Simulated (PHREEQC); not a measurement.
## Nickel, zinc or cadmium bath (model solution)

A solution holds 25 mmol/kgw CdCl2 and 110 mmol/kgw FeSO4, at 25 °C. Closed to the air; pH follows from the charge balance.

The numbers come from PHREEQC with the ion-association model, phreeqc.dat.

```yaml
pH: 5.75
ionic_strength: 0.280 mol/kgw
density: 1.017 g/cm³
```

```json
[
 {"species": "Fe+2", "molality": "0.0656", "activity": "0.0194", "log γ": "-0.529"},
 {"species": "SO4-2", "molality": "0.0521", "activity": "0.0134", "log γ": "-0.589"},
 {"species": "FeSO4", "molality": "0.0434", "activity": "0.0463", "log γ": "0.028"},
 {"species": "Cl-", "molality": "0.0407", "activity": "0.0281", "log γ": "-0.161"},
 {"species": "CdCl+", "molality": "0.00705", "activity": "0.00518", "log γ": "-0.134"},
 {"species": "CdSO4", "molality": "0.00700", "activity": "0.00746", "log γ": "0.028"},
 {"species": "Cd+2", "molality": "0.00661", "activity": "0.00193", "log γ": "-0.535"},
 {"species": "Cd(SO4)2-2", "molality": "0.00376", "activity": "0.00110", "log γ": "-0.535"},
 {"species": "FeCl+", "molality": "0.00103", "activity": "0.000754", "log γ": "-0.134"},
 {"species": "CdCl2", "molality": "0.000570", "activity": "0.000608", "log γ": "0.028"},
 {"species": "CdCl3-", "molality": "1.47e-5", "activity": "1.08e-5", "log γ": "-0.134"},
 {"species": "FeOH+", "molality": "4.83e-6", "activity": "3.46e-6", "log γ": "-0.144"},
 {"species": "HSO4-", "molality": "3.13e-6", "activity": "2.30e-6", "log γ": "-0.134"},
 {"species": "H+", "molality": "2.25e-6", "activity": "1.77e-6", "log γ": "-0.105"}
]
```

No solid was allowed to form.
